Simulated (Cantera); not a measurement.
# NO annealing gas

An isothermal, constant-pressure homogeneous reactor starts with NO : N2 = 1 : 0.35 (molar parts), at 1775 K and 0.661 atm.

Model: GRI-Mech 3.0 (53 species, 325 reactions), integrated in Cantera.

| t (s) | x NO | x N2 | x NO2 | x N2O | x O | x O2 |
|---|---|---|---|---|---|---|
| 2.00e-6 | 0.741 | 0.259 | 5.63e-9 | 1.36e-7 | 1.30e-7 | 2.94e-11 |
| 1.38e-5 | 0.741 | 0.259 | 2.26e-7 | 9.32e-7 | 7.10e-7 | 1.20e-9 |
| 9.49e-5 | 0.741 | 0.259 | 4.80e-6 | 6.35e-6 | 1.71e-6 | 3.21e-8 |
| 0.000654 | 0.741 | 0.259 | 4.38e-5 | 4.03e-5 | 3.23e-6 | 1.03e-6 |
| 0.00451 | 0.740 | 0.259 | 0.000244 | 0.000167 | 9.91e-6 | 0.000101 |
| 0.0311 | 0.736 | 0.261 | 0.000330 | 0.000220 | 1.27e-5 | 0.00187 |
| 0.214 | 0.712 | 0.274 | 0.000479 | 0.000204 | 1.83e-5 | 0.0142 |
| 1.47 | 0.573 | 0.343 | 0.000795 | 0.000129 | 3.58e-5 | 0.0833 |
| 10.2 | 0.216 | 0.522 | 0.000521 | 1.77e-5 | 6.07e-5 | 0.262 |
| 70.0 | 0.0214 | 0.619 | 6.05e-5 | 3.49e-7 | 7.06e-5 | 0.360 |
x: mole fraction; the columns are a selection and need not sum to one.

Equilibrium at this temperature and pressure: NO 0.00452, N2 0.627, NO2 1.29e-5, N2O 1.91e-7, O 7.14e-5, O2 0.368 (gas phase only).
